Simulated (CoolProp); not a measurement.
Values from CoolProp's reference Helmholtz-energy equation of state, Guder 2009.

### Question
Give the vapour pressure (MPa), vapour density (kg/m³), liquid viscosity (µPa s), liquid conductivity (mW/(m K)) of saturated sulfur hexafluoride at 2.55 °C.

### Answer
```json
[
 {"T (°C)": "2.55", "p (MPa)": "1.34", "vapour density (kg/m³)": "113", "liquid viscosity (µPa s)": "177", "liquid conductivity (mW/(m K))": "60.9"}
]
```

Viscosity comes from a separate model (Quiñones-Cisneros 2012). Thermal conductivity comes from a separate model (Assael 2012).
